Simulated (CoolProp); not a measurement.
Ethane at 298.15 K and 10.3 MPa is throttled through a valve to 0.521 MPa with no heat exchange. Each further row changes one setting.

Values from CoolProp's reference Helmholtz-energy equation of state, Bücker 2006.

```tsv
case	temperature change (K)	final phase	final density (kg/m³)
as stated	-76.6	two-phase, vapour fraction 0.521	18.0
outlet pressure 0.156 MPa	-105.2	two-phase, vapour fraction 0.625	4.88
outlet pressure 0.677 MPa	-69.1	two-phase, vapour fraction 0.490	24.4
```
